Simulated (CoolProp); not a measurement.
The fluid at 311.33 K and 0.237 MPa flows at 17 m/s in a round tube of 6 mm bore and 15 µm roughness, fully developed (64/Re and Nu = 3.66 if laminar; Colebrook and Gnielinski if turbulent). The same conditions are run with several fluids, on thermodynamics alone (safety and materials aside).

Computed with CoolProp (reference Helmholtz-energy equation of state of each fluid (n-butane: Bücker 2006; ethane: Bücker 2006; R124: de Vries 1995; R407C: Lemmon 2003; R13: Platzer 1990)). The equations of Platzer and Polt are older, rougher fits. Blends and air are pseudo-pure fits.

```csv
fluid,Reynolds number,Darcy friction factor,pressure drop (Pa/m),heat-transfer coefficient (W/(m² K)),mass flow (kg/h)
n-butane,74900,0.0268,3660,…,9.83
ethane,29200,0.0292,1960,345,…
R124,99900,0.0263,8380,657,…
R407C,64900,0.0270,5310,…,14.1
R13,66500,0.0270,6340,…,16.9
```

**Question.** Some entries are withheld; supply them.

**Answer.** 
- n-butane, heat-transfer coefficient (W/(m² K)): 655
- ethane, mass flow (kg/h): 4.84
- R124, mass flow (kg/h): 22.9
- R407C, heat-transfer coefficient (W/(m² K)): 455
- R13, heat-transfer coefficient (W/(m² K)): 421

Transport values come from each fluid's own correlations; those of R124, R13 are estimates that may be off by 10 % or more.
